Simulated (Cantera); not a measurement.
Feed: 1 mol Ti(OiPr)4, 6.1 mol O2, equilibrated at 0.000730 bar.

Equilibrium computed with Cantera from the NASA thermochemical tables; the gas is ideal and each condensed phase is pure. Candidate condensed phases: C, C6H6, C7H8, C8H18, H2O, Ti, TiC, TiO, TiO2, Ti2O3, Ti3O5, Ti4O7; 113 gas species. The feed counts by its element totals alone. Kinetics and transport are ignored.

Question: At 1200 K, list the 4 most abundant gas species with their mole fractions, and the condensed phases.

Answer: H2 0.487, CO 0.428, H2O 0.0516, CO2 0.0330. Condensed: TiO2(rutile).
